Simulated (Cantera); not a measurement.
A Cantera script and its output.

```python
import numpy as np
import cantera as ct

gas = ct.Solution("h2o2.yaml")
gas.TPX = 550, 85000, {'H2': 1, 'O2': 0.217, 'N2': 0.817}
flame = ct.FreeFlame(gas, width=0.045)
flame.set_refine_criteria(ratio=3, slope=0.08, curve=0.16)
flame.transport_model = "mixture-averaged"
flame.solve(loglevel=0, auto=True)
z, T = flame.grid, flame.T
thick = (T[-1] - T[0]) / np.gradient(T, z).max()
show = ['H2', 'O2', 'H2O2', 'H', 'O', 'OH']
print(f"laminar burning velocity  {flame.velocity[0] * 100:.3f} cm/s")
print(f"burnt temperature         {T[-1]:.1f} K")
print(f"thermal thickness         {thick * 1e3:.4f} mm")
print(f"grid points               {len(z)}")
z0 = z[flame.heat_release_rate.argmax()]
print(f"{'z/mm':>9s}{'T/K':>9s}{'u/(m/s)':>9s}" + "".join(f"{s:>11s}" for s in show))
rows = []
for k in (-3, -2, -1.5, -1, -0.5, -0.25, 0, 0.25, 0.5, 1, 2, 4, 8):
    zz = z0 + k * thick
    rows.append([k * thick, np.interp(zz, z, T), np.interp(zz, z, flame.velocity),
                 *(np.interp(zz, z, flame.X[gas.species_index(s)]) for s in show)])
    print(f"{rows[-1][0] * 1e3:9.3f}{rows[-1][1]:9.1f}{rows[-1][2]:9.3f}" + "".join(f"{x:11.3e}" for x in rows[-1][3:]))
```

Output:

```
laminar burning velocity  739.961 cm/s
burnt temperature         2152.9 K
thermal thickness         0.5500 mm
grid points               131
     z/mm      T/K  u/(m/s)         H2         O2       H2O2          H          O         OH
   -1.650    550.0    7.400  4.916e-01  1.067e-01 -1.297e-15  7.062e-17  1.012e-16  2.553e-18
   -1.100    550.0    7.400  4.916e-01  1.067e-01  1.550e-14  1.597e-13  5.491e-14  1.398e-15
   -0.825    550.0    7.400  4.916e-01  1.067e-01  1.678e-12  5.149e-11  6.244e-12  1.635e-13
   -0.550    550.0    7.400  4.916e-01  1.067e-01  6.992e-10  5.408e-08  2.139e-09  1.476e-10
   -0.275    575.6    7.707  4.880e-01  1.065e-01  4.385e-06  3.041e-04  1.300e-05  7.570e-05
   -0.137    792.4   10.380  4.576e-01  1.004e-01  8.761e-06  8.538e-03  2.518e-04  5.138e-04
    0.000   1177.4   15.007  3.638e-01  6.618e-02  1.272e-06  4.798e-02  2.435e-03  1.602e-03
    0.137   1441.3   18.241  2.772e-01  1.692e-02  6.187e-07  8.408e-02  2.448e-03  2.765e-03
    0.275   1552.5   19.558  2.577e-01  2.786e-03  3.549e-07  8.780e-02  1.128e-03  2.810e-03
    0.550   1657.2   20.733  2.618e-01  3.591e-04  2.502e-07  7.693e-02  7.370e-04  3.045e-03
    1.100   1766.6   21.925  2.716e-01  2.084e-04  1.603e-07  6.169e-02  5.595e-04  3.142e-03
    2.200   1874.4   23.070  2.815e-01  1.307e-04  8.812e-08  4.611e-02  3.630e-04  2.926e-03
    4.400   1968.6   24.048  2.903e-01  6.946e-05  4.424e-08  3.220e-02  1.982e-04  2.424e-03
```

Model: the H2/O2 subset of GRI-Mech 3.0, which has no nitrogen chemistry, integrated in Cantera. Burning velocities carry a grid error of a few per cent, more on coarse grids.
